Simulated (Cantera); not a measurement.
# Equilibrium for tantalum, niobium, vanadium and zirconium in process gases: Ta(OEt)5 + O2

Charge: 1 mol Ta(OEt)5, 1.1 mol O2, held at 2800 K and 32000 Pa.

These are equilibrium values from Cantera (NASA tables, ideal gas, pure condensed phases), not measurements of a reactor. Candidate condensed phases: C, C6H6, C7H8, C8H18, H2O, Ta, TaC, Ta2O5; 113 gas species. The feed counts by its element totals alone. TaC: taken at fixed stoichiometry. Condensed phases not in the tables: Ta2C. Equilibrium is a limit: real reactors are often held back by kinetics, nucleation or transport.

* **x(H2)**: 0.530
* **x(CO)**: 0.346
* **x(H)**: 0.105
* **x(C2H2 (acetylene))**: 0.0177
* **x(C2H)**: 0.000443
* **x(C4H2)**: 0.000246
* **x(C3)**: 9.87e-5
* **x(C2H2 (vinylidene))**: 3.39e-5
* **x(CH3)**: 2.92e-5
* **n(C(graphite))**: 1.02 mol
* **n(TaC(s))**: 1.00 mol
* **gas amount**: 20.80 mol
* **log10 activity of Ta(s) (absent)**: -2.62
* **log10 activity of Ta2O5(l) (absent)**: -25.24
